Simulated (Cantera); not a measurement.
An isothermal, constant-pressure homogeneous reactor starts with 66.7 % N2O, 33.3 % N2, at 1200 K and 1.20 bar.

Cantera simulation using GRI-Mech 3.0 (53 species, 325 reactions); the numbers are that mechanism's predictions, not measurements. GRI-Mech 3.0 was tuned for natural gas; its chemistry of N2O as a main component is partial and can be far from experiment. The mechanism lacks the step 2 NO + O2 → 2 NO2, which can matter for NO2 below about 1400 K. The temperature is held fixed by assumption; the heat of reaction is taken as removed at once.

One state of this run: x N2O = 0.541; x N2 = 0.407; x O2 = 0.0422; x NO2 = 0.000121; x NO = 0.00949; x O = 1.53e-6. x: mole fraction; the columns are a selection and need not sum to one.

Task: Which value of t (s) does it belong to?
(A) 0.579
(B) 0.239
(C) 0.00691
(D) 0.0168

Result: B, 0.239
